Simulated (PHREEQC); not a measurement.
A solution holds 11 mmol/kgw HF, 30 mmol/kgw AlCl3 and 4.6 mmol/kgw KCl, at 25 °C. Closed to the air; pH follows from the charge balance.

All values are PHREEQC results (ion-association model, phreeqc.dat), not measurements.

Problem. The ionic strength comes out as 0.163 mol/kgw. What activity coefficients do H+, K+, Cl-, AlF+2, Al+3 get?

Solution. H+ 0.81, K+ 0.73, Cl- 0.73, AlF+2 0.33, Al+3 0.14.

Precipitation was switched off in this run. Fluoro complexes past AlF4- and FeF3 are missing from the database.
